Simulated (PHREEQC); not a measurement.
A solution holds 11 mmol/kgw NH3 and 2.9 mmol/kgw NaAlO2, at 25 °C. Closed to the air; pH follows from the charge balance.

The numbers come from PHREEQC with the ion-association model, phreeqc.dat.

Each row changes one thing in this solution. Precipitation was switched off in this run.

| case | pH | ionic strength (mol/kgw) |
|---|---|---|
| as made | 10.63 | 0.00336 |
| NaAlO2 left out | 10.63 | 0.000444 |
| NaAlO2 replaced by NaHF2 at the same molality | [?] | 0.00585 |
| NH3 replaced by (NH4)2CO3 at the same molality | [?] | 0.0161 |
| NH3 left out | [?] | [?] |
| 0.0016 mol/kgw NaHCO3 added | 10.26 | 0.00631 |
| temperature from 25 to 55 °C | 9.79 | 0.00338 |
| temperature from 25 to 10 °C | 11.14 | 0.00333 |
| temperature from 25 to 50 °C | 9.91 | 0.00338 |

**Question.** Fill in the missing entries.

**Answer.** 
- NaAlO2 replaced by NaHF2 at the same molality, pH: 9.72
- NH3 replaced by (NH4)2CO3 at the same molality, pH: 9.21
- NH3 left out, pH: 8.57
- NH3 left out, ionic strength (mol/kgw): 0.00290

Some of these states are supersaturated (in Gibbsite (slow to form), Al(OH)3(a), for instance). Carbamate, which ammonia and carbonate form, is missing from the database. Away from 25 °C the constants follow the database's enthalpies or fits; those with neither stay at their 25 °C values.
